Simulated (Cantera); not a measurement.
Feed: 1 mol Si, 4.4 mol HCl, 12 mol H2, at 6.60 bar.

Method: chemical equilibrium by Gibbs-energy minimisation in Cantera with the NASA 1993 tables (ideal gas, pure condensed phases). Candidate condensed phases: Si; 19 gas species. Kinetics and transport are ignored. All values below are at 798 K.

Base state: H2 0.907, SiCl4 0.0631, HCl 0.0278, SiHCl3 0.00181 (mole fractions); condensed: gas only.

**Question.** What changes in the equilibrium state with this change: HCl from 4.4 to 4.8 mol?

**Answer.** 
| species | before | after |
|---|---|---|
| H2 | 0.907 | 0.885 |
| SiCl4 | 0.0631 | 0.0623 |
| HCl | 0.0278 | 0.0516 |
| SiHCl3 | 0.00181 | 0.000942 |
